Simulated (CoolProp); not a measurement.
CH3F (R41) along the isotherm 425 K: density (kg/m³) from the reference equation and from simpler models built on Tc = 317.3 K, pc = 59.06 bar, ω = 0.200; each cubic takes its own stable root.

The numbers come from the reference Helmholtz-energy equation of state, Lemmon 2006 in CoolProp. It is a short technical equation, of lower accuracy than the large ones.

```
p (bar)          phase  reference
-------  -------------  ---------
13.4               gas      13.35
26.8               gas      27.65
40.3               gas      43.09
53.7               gas      59.54
67.1     supercritical      77.17
80.5     supercritical      96.05
94       supercritical      116.3
107      supercritical      137.1
121      supercritical      160.6
134      supercritical      183.3
148      supercritical      208.4
```

Task: How far does each simpler model (ideal gas, Peng-Robinson) lie from the reference over these 11 states: mean and median of the absolute difference, and the worst?

Result: 
- ideal gas: mean 18.6 %, median 19.3 %, worst -31.6 % at 425 K and 148 bar
- Peng-Robinson: mean 2.4 %, median 1.7 %, worst -7.0 % at 425 K and 148 bar
